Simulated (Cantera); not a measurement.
A Cantera script and what it prints.

```python
import numpy as np
import cantera as ct

gas_names = """
    C CN CO CO2 C2 CCN CNC C2N2 C2O C3 C3O2 C4 C4N2 C5 N NCO NO NO2 NO3 N2 N2O O O2 O3 Si SiC SiC2 SiN
    SiO SiO2 Si2 Si2C Si2N Si3
""".split()
cond_names = """
    C(gr) Si(cr) Si(L) SiC(b) SiO2(Lqz) SiO2(hqz) SiO2(L) Si2N2O(s) Si3N4(a)
""".split()


# ... load() reads the species with a 1 bar reference pressure and builds the phases ...
atoms = {
    'Si': {'Si': 1},
    'O2': {'O': 2},
    'N2': {'N': 2},
    'CO2': {'C': 1, 'O': 2},
}
top_T = {'C(gr)': 4500, 'SiC(b)': 3050, 'Si2N2O(s)': 2100, 'Si3N4(a)': 2400}  # K; cautious upper limits of use, not melting points


# ... equilibrate(T, P, feed) seeds the gas with the atoms and calls Mixture.equilibrate('TP', solver="vcs", rtol=1e-11, max_steps=5000) ...
results = []
feed = {'Si': 1, 'O2': 0.04, 'N2': 840, 'CO2': 0.038}  # mol
T = 1698.15  # K
P = 133.322  # Pa
mix = equilibrate(T, P, feed)
results.append((T, P, feed, dict(zip(mix.species_names, mix.species_moles))))
print(gas.report(threshold=0.0001))
for i in range(1, mix.n_phases):
    print(f"{mix.phase(i).name:16s} {mix.phase_moles(i):12.5e} mol")
```

Output:

```
       temperature   1698.2 K
          pressure   133.32 Pa
           density   0.00026456 kg/m^3
  mean mol. weight   28.018 kg/kmol
   phase of matter   gas

                          1 kg             1 kmol
                     ---------------   ---------------
          enthalpy         1.625e+06        4.5529e+07  J
   internal energy        1.1211e+06         3.141e+07  J
           entropy             10753        3.0129e+05  J/K
    Gibbs function       -1.6636e+07        -4.661e+08  J
 heat capacity c_p            1261.2             35337  J/K
 heat capacity c_v            964.45             27022  J/K

                      mass frac. Y      mole frac. X     chem. pot. / RT
                     ---------------   ---------------   ---------------
                N2           0.99914           0.99928           -33.023
                Si        0.00049496        0.00049378           -4.9169
               SiO        0.00027729        0.00017623           -51.455
     [  +31 minor]        8.8739e-05        4.5848e-05

C(gr)             0.00000e+00 mol
Si(L)             3.56553e-01 mol
SiC(b)            2.76604e-02 mol
SiO2(L)           0.00000e+00 mol
Si2N2O(s)         0.00000e+00 mol
Si3N4(a)          0.00000e+00 mol
```

Cantera equilibrium calculation (NASA polynomials, part measured and part estimated; ideal gas, pure solids and liquids). Mutual solubility and eutectic melting of coexisting phases are not modelled. The tables' values for SiN are old estimates; treat these amounts as uncertain.
